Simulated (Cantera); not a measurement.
# Thermodynamics of silicon epitaxy and polysilicon growth, feed SiCl4 + Cl2 + N2

A closed system holds: 1 mol SiCl4, 0.015 mol Cl2, 46 mol N2, equilibrated at 1 atm.

Equilibrium computed with Cantera from the NASA thermochemical tables; the gas is ideal and each condensed phase is pure. Candidate condensed phases: Si, Si3N4; 13 gas species. The tables' values for SiCl3 are old estimates; treat these amounts as uncertain. Rates play no part.

From 900 °C to 1450 °C nothing is condensed. The main Si-bearing gas is SiCl4 throughout.

| T (°C) | x N2 | x SiCl4 | x Cl | x SiCl3 | x Cl2 | x SiCl2 |
|---|---|---|---|---|---|---|
| 900 | 0.978 | 0.0213 | 5.98e-5 | 9.72e-8 | 0.000289 | 4.38e-12 |
| 950 | 0.978 | 0.0213 | 9.77e-5 | 3.09e-7 | 0.000270 | 3.58e-11 |
| 1000 | 0.978 | 0.0213 | 0.000151 | 9.14e-7 | 0.000244 | 2.57e-10 |
| 1050 | 0.978 | 0.0213 | 0.000219 | 2.56e-6 | 0.000211 | 1.68e-9 |
| 1100 | 0.978 | 0.0213 | 0.000300 | 6.84e-6 | 0.000172 | 1.02e-8 |
| 1150 | 0.978 | 0.0212 | 0.000389 | 1.77e-5 | 0.000134 | 5.80e-8 |
| 1200 | 0.978 | 0.0212 | 0.000482 | 4.38e-5 | 1.00e-4 | 3.09e-7 |
| 1250 | 0.978 | 0.0212 | 0.000590 | 0.000102 | 7.63e-5 | 1.47e-6 |
| 1300 | 0.978 | 0.0210 | 0.000739 | 0.000217 | 6.35e-5 | 5.87e-6 |
| 1350 | 0.978 | 0.0208 | 0.000968 | 0.000412 | 6.01e-5 | 1.90e-5 |
| 1400 | 0.977 | 0.0205 | 0.00132 | 0.000708 | 6.39e-5 | 5.11e-5 |
| 1450 | 0.977 | 0.0200 | 0.00184 | 0.00112 | 7.36e-5 | 0.000118 |
x: gas mole fraction; nothing condenses.
